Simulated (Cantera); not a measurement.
Input (Python, Cantera) and output of one run.

```python
import numpy as np
import cantera as ct

gas_names = [...]  # 62 gases of nasa_gas.yaml made of B, F, H, N, O
cond_names = """
    B(b) B(L) BN(s) B2O3(L) B3O3H3(cr) H2O(s) H2O(L)
""".split()


# ... load() reads the species with a 1 bar reference pressure and builds the phases ...
atoms = {
    'B2O3': {'B': 2, 'O': 3},
    'HF': {'H': 1, 'F': 1},
    'N2': {'N': 2},
}
top_T = {'BN(s)': 3200}  # K; cautious upper limits of use, not melting points


# ... equilibrate(T, P, feed) seeds the gas with the atoms and calls Mixture.equilibrate('TP', solver="vcs", rtol=1e-11, max_steps=5000) ...
results = []
feed = {'B2O3': 1, 'HF': 4.8, 'N2': 0.36}  # mol
P = 15  # Pa
for T in [1500, 1550, 1600, 1650, 1700, 1750, 1800]:
    mix = equilibrate(T, P, feed)
    results.append((T, P, feed, dict(zip(mix.species_names, mix.species_moles))))

top = {s: max(r[3][s] / sum(r[3][g] for g in gas_names) for r in results) for s in gas_names}
cols = sorted((s for s in top if top[s] > 0.001), key=lambda s: -top[s])[:8]
seen = [c for c in cond_names if any(r[3].get(c, 0) > 1e-12 for r in results)]
print("log10 of partial pressures in bar; condensed amounts in mol")
print(f"{'T/K':>10s}" + "".join(f"{s[:9]:>10s}" for s in cols + seen))
for T, P, feed, n in results:
    ng = sum(n[g] for g in gas_names)
    print(f"{T:10.4g}" + "".join(f"{np.log10(max(n[s] / ng * P / 1e5, 1e-99)):10.3f}" for s in cols)
          + "".join(f"{n.get(c, 0):10.4g}" for c in seen))
```

It prints:

```
log10 of partial pressures in bar; condensed amounts in mol
       T/K        HF       BOF       H2O        N2      HBO2        H2        O2         H
      1500    -4.141    -4.353    -4.698    -5.057    -5.377    -6.830    -7.182    -8.169
      1550    -4.140    -4.354    -4.702    -5.058    -5.372    -6.644    -6.999    -7.824
      1600    -4.140    -4.354    -4.707    -5.058    -5.369    -6.471    -6.828    -7.500
      1650    -4.140    -4.355    -4.713    -5.058    -5.367    -6.309    -6.667    -7.196
      1700    -4.140    -4.356    -4.720    -5.059    -5.367    -6.158    -6.517    -6.911
      1750    -4.141    -4.357    -4.729    -5.060    -5.369    -6.018    -6.376    -6.643
      1800    -4.142    -4.358    -4.741    -5.061    -5.374    -5.888    -6.244    -6.390
```

Method: chemical equilibrium by Gibbs-energy minimisation in Cantera with the NASA 1993 tables (ideal gas, pure condensed phases).
